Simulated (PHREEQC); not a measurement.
# Copper plating or etch bath (model solution)

Dissolve 2.1 mmol/kgw Cu(NO3)2, 0.68 mmol/kgw HNO3 and 110 mmol/kgw H3BO3 at 25 °C. Closed to the air; pH follows from the charge balance.

The numbers come from PHREEQC with the ion-association model, phreeqc.dat.

* **pH**: 3.20
* **ionic strength**: 0.00698 mol/kgw
* **specific conductance**: 756 µS/cm
* **total alkalinity**: -0.680 meq/kg

| species | molality | activity | log γ |
|---|---|---|---|
| H3BO3 | 0.110 | 0.110 | 0.001 |
| NO3- | 0.00488 | 0.00446 | -0.039 |
| Cu+2 | 0.00210 | 0.00150 | -0.146 |
| H+ | 0.000680 | 0.000629 | -0.034 |
| H2BO3- | 1.10e-7 | 1.01e-7 | -0.038 |
| CuOH+ | 2.60e-8 | 2.38e-8 | -0.038 |

This is a speciation only: nothing precipitates in the calculation.
